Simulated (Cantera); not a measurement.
Thermodynamics of chlorosilane synthesis and conversion, feed SiCl₄ + Cl₂ + H₂

A closed system holds: 1 mol SiCl₄, 0.82 mol Cl₂, 12 mol H₂, at 750 K and 0.100 bar.

Method: chemical equilibrium by Gibbs-energy minimisation in Cantera with the NASA 1993 tables (ideal gas, pure condensed phases). Candidate condensed phases: Si; 19 gas species. The numbers say what is thermodynamically allowed, not how fast it happens.

```
Item                                  Value
--------------------------------  ---------
x(H₂)                                 0.809
x(HCl)                                0.119
x(SiCl₄)                             0.0721
x(SiHCl₃)                          0.000222
gas amount                        13.82 mol
log10 activity of Si(s) (absent)      -8.24
```
